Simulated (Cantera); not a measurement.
Feed: 1 mol SiCl₄, 0.64 mol Cl₂, 4 mol H₂, at 1148.15 K and 0.200 bar.

Equilibrium computed with Cantera from the NASA thermochemical tables; the gas is ideal and each condensed phase is pure. Candidate condensed phases: Si; 19 gas species. The tables' values for SiCl₃ are old estimates; treat these amounts as uncertain. Rates play no part.

Base state: H₂ 0.585, HCl 0.238, SiCl₄ 0.166, SiHCl₃ 0.00822, SiCl₃ 0.00219, SiCl₂ 0.000317, SiH₂Cl₂ 5.09e-5 (mole fractions); condensed: gas only.

Q: What changes in the equilibrium state with this change: temperature from 1148.15 K to 1273.15 K?

A: 
```json
[
 {"species": "H₂", "before": "0.585", "after": "0.566"},
 {"species": "HCl", "before": "0.238", "after": "0.258"},
 {"species": "SiCl₄", "before": "0.166", "after": "0.147"},
 {"species": "SiCl₃", "before": "0.00219", "after": "0.0104"},
 {"species": "SiHCl₃", "before": "0.00822", "after": "0.0129"},
 {"species": "SiCl₂", "before": "0.000317", "after": "0.00483"},
 {"species": "SiH₂Cl₂", "before": "5.09e-5", "after": "0.000157"}
]
```
